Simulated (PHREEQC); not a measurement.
Make-up at 25 °C: 26 mmol/kgw HF, 43 mmol/kgw H2SiF6, 0.14 mmol/kgw HBF4 and 110 mmol/kgw H2SO4. It is in equilibrium with CO2 at log p = -3.4 (atm). Otherwise closed; pH follows from the charge balance.

The numbers come from PHREEQC with the ion-association model, phreeqc.dat.

```
quantity                    before    after
------------------------  --------  -------
pH                            0.78     0.78
ionic strength (mol/kgw)     0.272    0.267
HSO4- (mol/kgw)             0.0937   0.0936
HF (mol/kgw)                0.0258  0.00980
SO4-2 (mol/kgw)             0.0163   0.0164
F- (mol/kgw)              0.000161  6.17e-5
SI of Quartz (SiO2)          -1.28    +1.22
```

Q: Name the change that produced these shifts.
A) HBF4 from 0.00014 to 0.00028 mol/kgw
B) HBF4 replaced by (NH4)2SiF6 at the same molality
C) HF left out
D) diluted 2-fold with water

A: C, HF left out

This is a speciation only: nothing precipitates in the calculation. Some of these states are supersaturated (in Quartz (slow to form), Chalcedony (slow to form), for instance). SiF6-2 is the database's only silicon fluoride. Real BF4- forms and hydrolyses slowly; the run takes it at equilibrium.
